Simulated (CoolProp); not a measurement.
R365MFC along the isotherm 500 K: Z from the reference equation and from simpler models built on Tc = 460.0 K, pc = 3.266 MPa, ω = 0.377; each cubic takes its own stable root.

Values from CoolProp's reference Helmholtz-energy equation of state, Lemmon 2016.

| p (MPa) | phase | reference |
|---|---|---|
| 4.08 | supercritical | 0.6033 |
| 8.17 | supercritical | 0.4241 |
| 12.2 | supercritical | 0.5449 |
| 16.3 | supercritical | 0.6764 |
| 20.4 | supercritical | 0.8067 |
| 24.5 | supercritical | 0.9348 |
| 28.6 | supercritical | 1.061 |
| 32.7 | supercritical | 1.184 |

Problem. How far does each simpler model (van der Waals, Redlich-Kwong) lie from the reference over these 8 states: mean and median of the absolute difference, and the worst?

Solution. 
- van der Waals: mean 26.8 %, median 29.6 %, worst +31.3 % at 500 K and 32.7 MPa
- Redlich-Kwong: mean 4.7 %, median 4.5 %, worst -7.5 % at 500 K and 4.08 MPa
